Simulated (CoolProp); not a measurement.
Vapour-liquid equilibrium of R134a (1) + methanol (2) at 298 K; x and y are mole fractions of (1).

Model: multi-fluid Helmholtz-energy mixture model, Tillner-Roth 1994 and de Reuck 1993; pair parameters Bell 2016, in CoolProp.

```tsv
x	bubble pressure, mixture model (kPa)	bubble pressure, Raoult's law (kPa)	y, mixture model	y, Raoult's law
0.05	129.6	49.13	0.871	0.674
0.2	311.0	146.0	0.948	0.908
0.35	386.9	242.8	0.959	0.955
0.5	434.8	339.6	0.966	0.975
0.65	483.6	436.5	0.973	0.986
0.8	545.6	533.3	0.982	0.994
0.95	628.7	630.1	0.995	0.999
```

The largest gap from Raoult's law is +163.8 % in bubble pressure, at x = 0.05. No azeotrope shows between x = 0.05 and 0.95.

The pair parameters rest on a limited set of measurements; away from them the model extrapolates. With so large a gap from Raoult's law the liquid may split in two, which this calculation doesn't test in full.
